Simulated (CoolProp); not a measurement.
Vapour pressure (MPa) of n-heptane: the reference equation beside estimates from Tc = 541.2 K, pc = 2.774 MPa, ω = 0.349. Clausius-Clapeyron is anchored at 356.8 K with a constant enthalpy of vaporisation of 32.79 kJ/mol.

The numbers come from the reference Helmholtz-energy equation of state, Span 2003 in CoolProp. It is a short technical equation, of lower accuracy than the large ones.

```
T (K)  reference  Lee-Kesler  Clausius-Clapeyron  van der Waals  Redlich-Kwong  Peng-Robinson
-----  ---------  ----------  ------------------  -------------  -------------  -------------
356.8    0.06434     0.06329             0.06434         0.4065         0.1431        0.06388
364.4    0.08177     0.08074             0.08102         0.4546         0.1731        0.08111
372            ?      0.1018              0.1011         0.5062         0.2075         0.1018
379.6     0.1277      0.1268              0.1250         0.5616         0.2466         0.1265
387.2     0.1571           ?              0.1532         0.6208         0.2907              ?
394.8     0.1915      0.1911              0.1864         0.6839         0.3402              ?
402.4     0.2315      0.2314              0.2252              ?         0.3955         0.2296
410       0.2776      0.2779              0.2700              ?         0.4568         0.2755
417.6     0.3303      0.3310              0.3217         0.8976         0.5244         0.3281
425.2     0.3904      0.3915              0.3808         0.9773         0.5988         0.3881
432.7     0.4575      0.4589              0.4473          1.060         0.6790         0.4553
440.3     0.5339      0.5357              0.5235          1.149         0.7676         0.5320
```

Question: What belongs in the gaps?

Answer: 
- 372, reference: 0.1027
- 387.2, Lee-Kesler: 0.1565
- 387.2, Peng-Robinson: 0.1557
- 394.8, Peng-Robinson: 0.1899
- 402.4, van der Waals: 0.7510
- 410, van der Waals: 0.8222

Absolute difference from the reference over all 12 rows, mean and median: Lee-Kesler 0.5 and 0.3 %, Clausius-Clapeyron 2.0 and 2.3 %, van der Waals 271.9 and 240.8 %, Redlich-Kwong 77.6 and 74.2 %, Peng-Robinson 0.7 and 0.8 %.
